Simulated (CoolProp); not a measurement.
The numbers come from the reference Helmholtz-energy equation of state, Penoncello 2003 in CoolProp.

**Question.** For CHF3 (R23), give the phase and the isothermal compressibility (1/MPa), viscosity (µPa s) at 329 K and 5270 kPa; 366.2 K and 5270 kPa.

**Answer.** 
- 329 K and 5270 kPa: supercritical; isothermal compressibility 0.310, viscosity 19.6
- 366.2 K and 5270 kPa: supercritical; isothermal compressibility 0.240, viscosity 20.0

Viscosity comes from a separate model (Shan 2000).
